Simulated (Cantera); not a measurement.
Input: 1 mol Cu2O, 2900 mol H2.

These are equilibrium values from Cantera (NASA tables, ideal gas, pure condensed phases), not measurements of a reactor. Candidate condensed phases: Cu, CuO, Cu(OH)2, Cu2O, H2O; 12 gas species. Rates play no part.

### Question
What condenses at these points (T in K, P in Pa): (998, 42); (1248, 240000); (1348, 180); (1148, 240000); (1398, 10)?

### Answer
```tsv
T (K)	P in Pa	condensed phases	Cu condensed (%)
998	42	Cu	100.0
1248	240000	Cu	100.0
1348	180	Cu	62.3
1148	240000	Cu	100.0
1398	10	gas only	0.0
```
